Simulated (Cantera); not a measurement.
Cantera run:

```python
import numpy as np
import cantera as ct

gas_names = """
    CL CLO CL2 H HCL HNO HNO2 HNO3 HOCL HO2 H2 H2O H2O2 N NH NH2 NH3 NH2OH NO NO2 NO3 N2 N2H2 N2H4 N2O O
    OH O2 O3 Si SiCL SiCL2 SiCL3 SiCL4 SiH SiHCL3 SiH2 SiH2CL2 SiH3 SiH3CL SiH4 SiN SiO SiO2 Si2 Si2N
    Si3
""".split()
cond_names = """
    H2O(s) H2O(L) NH4CL(a) NH4CL(b) Si(cr) Si(L) SiO2(Lqz) SiO2(hqz) SiO2(L) Si2N2O(s) Si3N4(a)
""".split()


def load(file, names, dense=False):
    # The tables refer to 1 bar. Condensed volumes are neglected.
    table = {s.name: s for s in ct.Species.list_from_file(file)}
    out = []
    for n in names:
        d = dict(table[n].input_data)
        d["thermo"] = dict(d["thermo"], **{"reference-pressure": 1e5})
        if dense:
            d["equation-of-state"] = {"model": "constant-volume", "density": "1e6 g/cm^3"}
        out.append(ct.Species.from_dict(d))
    return out


gas = ct.Solution(thermo="ideal-gas", species=load("nasa_gas.yaml", gas_names))
cond = {s.name: ct.Solution(thermo="fixed-stoichiometry", species=[s], name=s.name)
        for s in load("nasa_condensed.yaml", cond_names, dense=True)}
atoms = {
    'Si3N4': {'Si': 3, 'N': 4},
    'HCl': {'H': 1, 'CL': 1},
    'H2': {'H': 2},
    'H2O': {'H': 2, 'O': 1},
}
top_T = {'Si2N2O(s)': 2100, 'Si3N4(a)': 2400}  # K; cautious upper limits of use, not melting points


def equilibrate(T, P, feed):
    n = {}
    for name, mol in feed.items():
        for a, k in atoms[name].items():
            n[a] = n.get(a, 0.0) + k * mol
    gas.TPX = T, P, n
    mass = sum(n.values()) * gas.mean_molecular_weight
    gas.equilibrate("TP")
    valid = [c for c in cond.values() if c.min_temp <= T <= top_T.get(c.name, c.max_temp)]
    mix = ct.Mixture([(gas, mass / gas.mean_molecular_weight)] + [(c, 0.0) for c in valid])
    mix.T, mix.P = T, P
    mix.equilibrate("TP", solver="vcs", rtol=1e-11, max_steps=5000)
    return mix


results = []
feed = {'Si3N4': 1, 'HCl': 80, 'H2': 17, 'H2O': 0.54}  # mol
P = 82000  # Pa
for T in [1423, 1473, 1523, 1573, 1623, 1673, 1723, 1773, 1823, 1873, 1923, 1973, 2023, 2073]:
    mix = equilibrate(T, P, feed)
    results.append((T, P, feed, dict(zip(mix.species_names, mix.species_moles))))

top = {s: max(r[3][s] / sum(r[3][g] for g in gas_names) for r in results) for s in gas_names}
cols = sorted((s for s in top if top[s] > 0.0001), key=lambda s: -top[s])[:6]
seen = [c for c in cond_names if any(r[3].get(c, 0) > 1e-12 for r in results)]
print("log10 of partial pressures in bar; condensed amounts in mol")
print(f"{'T/K':>10s}" + "".join(f"{s[:9]:>10s}" for s in cols + seen))
for T, P, feed, n in results:
    ng = sum(n[g] for g in gas_names)
    print(f"{T:10.4g}" + "".join(f"{np.log10(max(n[s] / ng * P / 1e5, 1e-99)):10.3f}" for s in cols)
          + "".join(f"{n.get(c, 0):10.4g}" for c in seen))
```

It prints:

```
log10 of partial pressures in bar; condensed amounts in mol
       T/K       HCL        H2     SiCL4        N2     SiCL2     SiCL3 SiO2(hqz)   SiO2(L)
      1423    -0.232    -0.713    -1.669    -1.771    -3.763    -3.015    0.2672         0
      1473    -0.231    -0.715    -1.686    -1.772    -3.419    -2.820    0.2664         0
      1523    -0.231    -0.717    -1.713    -1.772    -3.110    -2.649    0.2653         0
      1573    -0.229    -0.721    -1.752    -1.773    -2.838    -2.504    0.2632         0
      1623    -0.228    -0.725    -1.806    -1.774    -2.602    -2.388    0.2589         0
      1673    -0.226    -0.731    -1.879    -1.775    -2.406    -2.302    0.2497         0
      1723    -0.224    -0.738    -1.971    -1.776    -2.247    -2.246         0    0.2307
      1773    -0.222    -0.745    -2.084    -1.778    -2.125    -2.219         0    0.1937
      1823    -0.220    -0.753    -2.215    -1.779    -2.037    -2.221         0     0.126
      1873    -0.219    -0.762    -2.366    -1.782    -1.980    -2.248         0  0.009581
      1923    -0.218    -0.767    -2.511    -1.783    -1.925    -2.275         0         0
      1973    -0.217    -0.770    -2.660    -1.783    -1.881    -2.310         0         0
      2023    -0.217    -0.773    -2.810    -1.784    -1.848    -2.352         0         0
      2073    -0.217    -0.774    -2.960    -1.785    -1.822    -2.398         0         0
```

Cantera equilibrium calculation (NASA polynomials, part measured and part estimated; ideal gas, pure solids and liquids). The tables' values for SiCl3, SiCl are old estimates; treat these amounts as uncertain. The tables hold silica as quartz up to 1696 K and as liquid above; real silica turns to tridymite and cristobalite and melts near 1996 K.
